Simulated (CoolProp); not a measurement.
Properties of R245fa along the isotherm 440 K.

The numbers come from the reference Helmholtz-energy equation of state, Akasaka 2015 in CoolProp.

```
p (kPa)  phase  cv (kJ/(kg K))  conductivity (mW/(m K))
-------  -----  --------------  -----------------------
5.77       gas           1.040                     28.9
8.47       gas           1.040                     28.9
12.4       gas           1.041                     28.9
18.3       gas           1.041                     28.9
26.8       gas           1.041                     28.9
39.3       gas           1.041                     28.9
57.7       gas           1.041                     28.9
84.7       gas           1.042                     28.9
124        gas           1.043                     29.0
183        gas           1.044                     29.0
268        gas           1.046                     29.0
393        gas           1.049                     29.0
577        gas           1.053                     29.1
847        gas           1.059                     29.2
1240       gas           1.070                     29.5
1830       gas           1.088                     30.1
```

Thermal conductivity comes from a separate model (Huber 2003), an estimate that may be off by 10 % or more.
